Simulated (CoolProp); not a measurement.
Aqueous ethylene glycol as a coolant, 14 % by mass, freezing at -5.0 °C, 1 atm.

Model: Melinder's fits for secondary coolants, in CoolProp.

```csv
T (°C),viscosity (mPa s),Prandtl number,density (kg/m³),cp (kJ/(kg K))
-3.2,2.97,…,1020,…
1,2.55,19.9,1020,…
5.2,2.21,17.1,1019,3.974
9.4,1.93,14.8,…,3.978
13.5,1.70,12.9,1017,…
17.7,1.51,11.3,1017,3.986
21.9,1.35,10.0,1015,3.991
26.1,…,8.90,1014,3.996
30.2,1.09,7.99,1013,4.001
```

Task: Fill in the missing entries.

Result: 
- -3.2, Prandtl number: 23.4
- -3.2, cp (kJ/(kg K)): 3.967
- 1, cp (kJ/(kg K)): 3.970
- 9.4, density (kg/m³): 1018
- 13.5, cp (kJ/(kg K)): 3.982
- 26.1, viscosity (mPa s): 1.21
